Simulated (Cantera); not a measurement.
What does this Cantera script print?

```python
import numpy as np
import cantera as ct

gas = ct.Solution("gri30.yaml")
gas.TPX = 1650, 140000, {'C3H8': 1, 'H2': 77}
reactor = ct.IdealGasConstPressureReactor(gas, energy="off", clone=False)
net = ct.ReactorNet([reactor])
net.rtol, net.atol = 1e-08, 1e-18
show = ['C3H8', 'H2', 'H', 'CH3', 'C2H2', 'CH2']
times = np.geomspace(6e-06, 3, 14)

steps = ct.SolutionArray(gas, extra=["t"])
rows = []
print(f"{'t/s':>10s}{'T/K':>9s}{'P/Pa':>11s}" + "".join(f"{s:>11s}" for s in show))
for t in times:
    while net.time < t:
        t_next = net.step()
        steps.append(gas.state, t=t_next)
    rows.append([np.interp(t, steps.t, y) for y in (steps.T, steps.P, *steps(*show).X.T)])
    print(f"{t:10.3e}{rows[-1][0]:9.1f}{rows[-1][1]:11.4g}" + "".join(f"{x:11.3e}" for x in rows[-1][2:]))
rate = np.gradient(steps.T, steps.t)
print("integrator steps:", len(steps.t))
if steps.T.max() > steps.T[0] + 200:
    print(f"time of steepest temperature rise: {steps.t[rate.argmax()]:.4e} s")
gas.TPX = 1650, 140000, {'C3H8': 1, 'H2': 77}
gas.equilibrate("TP")
print(f"equilibrium (TP): T = {gas.T:.1f} K  " + "  ".join(f"{s} {gas[s].X[0]:.3e}" for s in show))
```

Output:

```
       t/s      T/K       P/Pa       C3H8         H2          H        CH3       C2H2        CH2
 6.000e-06   1650.0    1.4e+05  4.739e-03  9.780e-01  1.079e-03  9.242e-04  1.580e-04  8.551e-07
 1.646e-05   1650.0    1.4e+05  2.307e-04  9.731e-01  9.625e-04  3.214e-04  1.411e-03  3.037e-07
 4.518e-05   1650.0    1.4e+05  2.190e-06  9.734e-01  3.863e-04  1.180e-04  3.100e-03  4.699e-08
 1.240e-04   1650.0    1.4e+05  1.998e-08  9.736e-01  1.626e-04  4.993e-05  4.588e-03  8.771e-09
 3.402e-04   1650.0    1.4e+05  6.086e-09  9.736e-01  9.652e-05  2.981e-05  6.192e-03  3.183e-09
 9.334e-04   1650.0    1.4e+05  3.004e-09  9.736e-01  8.401e-05  2.609e-05  8.266e-03  2.350e-09
 2.561e-03   1650.0    1.4e+05  1.232e-09  9.736e-01  7.986e-05  2.497e-05  9.961e-03  2.060e-09
 7.028e-03   1650.0    1.4e+05  9.060e-10  9.735e-01  7.889e-05  2.495e-05  1.023e-02  2.017e-09
 1.928e-02   1650.0    1.4e+05  9.118e-10  9.733e-01  7.867e-05  2.557e-05  1.005e-02  2.059e-09
 5.292e-02   1650.0    1.4e+05  9.302e-10  9.728e-01  7.819e-05  2.709e-05  9.598e-03  2.164e-09
 1.452e-01   1650.0    1.4e+05  9.564e-10  9.717e-01  7.732e-05  3.017e-05  8.681e-03  2.374e-09
 3.984e-01   1650.0    1.4e+05  9.693e-10  9.704e-01  7.643e-05  3.388e-05  7.570e-03  2.626e-09
 1.093e+00   1650.0    1.4e+05  9.691e-10  9.699e-01  7.615e-05  3.517e-05  7.181e-03  2.714e-09
 3.000e+00   1650.0    1.4e+05  9.691e-10  9.699e-01  7.615e-05  3.520e-05  7.171e-03  2.716e-09
integrator steps: 1073
equilibrium (TP): T = 1650.0 K  C3H8 9.691e-10  H2 9.699e-01  H 7.615e-05  CH3 3.520e-05  C2H2 7.171e-03  CH2 2.716e-09
```

Cantera simulation using GRI-Mech 3.0 (53 species, 325 reactions); the numbers are that mechanism's predictions, not measurements. GRI-Mech 3.0 was tuned for natural gas; its chemistry of propane as a main component is partial and can be far from experiment. GRI-Mech 3.0 stops at C3 and has no aromatics, soot or wall deposition, so with more carbon than oxygen in the feed, carbon stays in small species such as C2H2 where larger ones or solid carbon would form.
